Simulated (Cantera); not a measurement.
A perfectly stirred reactor is fed with 7.84 % CH4, 19.4 % O2, 72.8 % N2, equivalence ratio 0.81, at 1.20 bar; it is adiabatic with a 548 K inlet, and is followed from long to short residence time, starting on the burning branch (τ in s: 0.039, 0.015, 0.0058, 0.0022, 0.00084, 0.00032, 0.00012, 4.7e-05, 1.8e-05, 6.9e-06).

Computed with Cantera and GRI-Mech 3.0 (53 species, 325 reactions).

### Question
Predict: blow-out, bracketed by the residence times tried; x(CH4) at τ = 39.0 ms; x(O2) at τ = 39.0 ms; x(OH) at τ = 39.0 ms; x(CH2O) at τ = 39.0 ms; x(CH4) at τ = 0.320 ms; x(O2) at τ = 0.320 ms; x(OH) at τ = 0.320 ms; x(CH2O) at τ = 0.320 ms; x(C2H2) at τ = 0.320 ms.

### Answer
* **blow-out, bracketed by the residence times tried**: burning at 0.120 ms, out at 47.0 µs
* **x(CH4) at τ = 39.0 ms**: 6.14e-6
* **x(O2) at τ = 39.0 ms**: 0.0371
* **x(OH) at τ = 39.0 ms**: 0.00410
* **x(CH2O) at τ = 39.0 ms**: 1.01e-6
* **x(CH4) at τ = 0.320 ms**: 0.000231
* **x(O2) at τ = 0.320 ms**: 0.0458
* **x(OH) at τ = 0.320 ms**: 0.00843
* **x(CH2O) at τ = 0.320 ms**: 3.19e-5
* **x(C2H2) at τ = 0.320 ms**: 5.23e-8
